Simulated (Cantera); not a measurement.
What does this Cantera script print?

```python
import numpy as np
import cantera as ct

gas_names = """
    C CH CH2 CH3 CH2OH CH3O CH4 CH3OH CO CO2 COOH C2 C2H CHCO,ketyl C2H2,acetylene C2H2,vinylidene
    CH2CO,ketene C2H3,vinyl CH3CO,acetyl C2H4 C2H4O,ethylen CH3CHO,ethanal CH3COOH (HCOOH)2 C2H5 C2H6
    CH3OCH3 C2H5OH C2O C3 C3H3,propargyl C3H4,allene C3H4,propyne C3H4,cyclo- C3H5,allyl C3H6,propylene
    C3H6,cyclo- C3H6O C3H7,n-propyl C3H7,i-propyl C3H8 C3H8O,1propanol C3H8O,2propanol C3O2 C4 C4H2
    C4H4,1,3-cyclo- C4H6,butadiene C4H6,2-butyne C4H6,cyclo- C4H8,1-butene C4H8,cis2-buten
    C4H8,tr2-butene C4H8,isobutene C4H8,cyclo- (CH3COOH)2 C4H9,n-butyl C4H9,i-butyl C4H9,s-butyl
    C4H9,t-butyl C4H10,isobutane C4H10,n-butane C5 C5H6,1,3cyclo- C5H8,cyclo- C5H10,1-pentene
    C5H10,cyclo- C5H11,pentyl C5H11,t-pentyl C5H12,n-pentane C5H12,i-pentane CH3C(CH3)2CH3 C6H2
    C6H5,phenyl C6H5O,phenoxy C6H6 C6H5OH,phenol C6H10,cyclo- C6H12,1-hexene C6H12,cyclo- C6H13,n-hexyl
    C7H7,benzyl C7H8 C7H8O,cresol C7H14,1-heptene C7H15,n-heptyl C7H16,n-heptane C8H8,styrene
    C8H10,ethylbenz C8H16,1-octene C8H17,n-octyl C8H18,isooctane C8H18,n-octane C9H19,n-nonyl
    C10H8,naphthale C10H21,n-decyl C12H9,o-bipheny C12H10,bipheny H HCO HO2 H2 HCHO,formaldehy HCOOH H2O
    H2O2 O OH O2 O3
""".split()
cond_names = """
    C(gr) C6H6(L) C7H8(L) C8H18(L),n-octa H2O(s) H2O(L)
""".split()


def load(file, names, dense=False):
    # The tables refer to 1 bar. Condensed volumes are neglected.
    table = {s.name: s for s in ct.Species.list_from_file(file)}
    out = []
    for n in names:
        d = dict(table[n].input_data)
        d["thermo"] = dict(d["thermo"], **{"reference-pressure": 1e5})
        if dense:
            d["equation-of-state"] = {"model": "constant-volume", "density": "1e6 g/cm^3"}
        out.append(ct.Species.from_dict(d))
    return out


gas = ct.Solution(thermo="ideal-gas", species=load("nasa_gas.yaml", gas_names))
cond = {s.name: ct.Solution(thermo="fixed-stoichiometry", species=[s], name=s.name)
        for s in load("nasa_condensed.yaml", cond_names, dense=True)}
atoms = {
    'n-butane': {'C': 4, 'H': 10},
    'H2O': {'H': 2, 'O': 1},
}
top_T = {'C(gr)': 4500}  # K; cautious upper limits of use, not melting points


def equilibrate(T, P, feed):
    n = {}
    for name, mol in feed.items():
        for a, k in atoms[name].items():
            n[a] = n.get(a, 0.0) + k * mol
    gas.TPX = T, P, n
    mass = sum(n.values()) * gas.mean_molecular_weight
    gas.equilibrate("TP")
    valid = [c for c in cond.values() if c.min_temp <= T <= top_T.get(c.name, c.max_temp)]
    mix = ct.Mixture([(gas, mass / gas.mean_molecular_weight)] + [(c, 0.0) for c in valid])
    mix.T, mix.P = T, P
    mix.equilibrate("TP", solver="vcs", rtol=1e-11, max_steps=5000)
    return mix


results = []
feed = {'n-butane': 1, 'H2O': 0.26}  # mol
T = 1275  # K
P = 97  # Pa
mix = equilibrate(T, P, feed)
results.append((T, P, feed, dict(zip(mix.species_names, mix.species_moles))))
print(gas.report(threshold=1e-06))
for i in range(1, mix.n_phases):
    print(f"{mix.phase(i).name:16s} {mix.phase_moles(i):12.5e} mol")
```

It prints:

```
       temperature   1275 K
          pressure   97 Pa
           density   2.9651e-05 kg/m^3
  mean mol. weight   3.2404 kg/kmol
   phase of matter   gas

                          1 kg             1 kmol
                     ---------------   ---------------
          enthalpy        7.4192e+06        2.4041e+07  J
   internal energy        4.1477e+06         1.344e+07  J
           entropy             72902        2.3623e+05  J/K
    Gibbs function       -8.5531e+07       -2.7716e+08  J
 heat capacity c_p              9739             31559  J/K
 heat capacity c_v            7173.1             23244  J/K

                      mass frac. Y      mole frac. X     chem. pot. / RT
                     ---------------   ---------------   ---------------
               CH4        4.0413e-05        8.1629e-06           -52.159
                CO           0.40713          0.047101           -46.693
                 H        7.1869e-06        2.3104e-05           -12.564
                H2           0.59281           0.95287           -25.129
     [ +106 minor]        5.9977e-06        8.9392e-07

C(gr)             3.73995e+00 mol
```

Equilibrium computed with Cantera from the NASA thermochemical tables; the gas is ideal and each condensed phase is pure.
